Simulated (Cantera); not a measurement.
A closed system holds: 1 mol Mg(OH)2, 0.6 mol H2, 0.047 mol H2O, equilibrated at 1875 K and 0.00160 bar.

Equilibrium computed with Cantera from the NASA thermochemical tables; the gas is ideal and each condensed phase is pure. Candidate condensed phases: H2O, Mg, MgO, Mg(OH)2; 15 gas species. Kinetics and transport are ignored.

Base state: H2O 0.631, H2 0.357, H 0.00979, OH 0.00135, Mg 0.000796, O 2.80e-5, MgOH 2.75e-5, O2 2.17e-5 (mole fractions); condensed: MgO(s).

Task: What changes in the equilibrium state with this change: 0.0099 mol NH3 added?

Result: 
```csv
species,before,after
H2O,0.631,0.623
H2,0.357,0.361
H,0.00979,0.00985
N2,0,0.00295
Mg,0.000796,0.000816
O2,2.17e-5,2.06e-5
O,2.80e-5,2.73e-5
OH,0.00135,0.00132
MgOH,2.75e-5,2.77e-5
"MgO(s), mol",0.999,0.999
```
